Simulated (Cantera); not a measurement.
**Ignition delay**

Mixture: 2.50 % CH4, 3.25 % CO, 12.7 % O2, 81.5 % N2, equivalence ratio 0.52, at 560000 Pa, adiabatic and at constant pressure. Ignition delay is the time to a rise of 400 K.

Computed with Cantera and GRI-Mech 3.0 (53 species, 325 reactions).

```json
[
 {"T0 (K)": "1148", "delay (ms)": "26.0"},
 {"T0 (K)": "1198", "delay (ms)": "12.2"},
 {"T0 (K)": "1248", "delay (ms)": "6.03"},
 {"T0 (K)": "1298", "delay (ms)": "3.12"},
 {"T0 (K)": "1348", "delay (ms)": "1.68"},
 {"T0 (K)": "1398", "delay (ms)": "0.942"}
]
```

```
Property                                                 Value
--------------------------------------------------  ----------
apparent activation energy between 1298 and 1398 K  180 kJ/mol
```
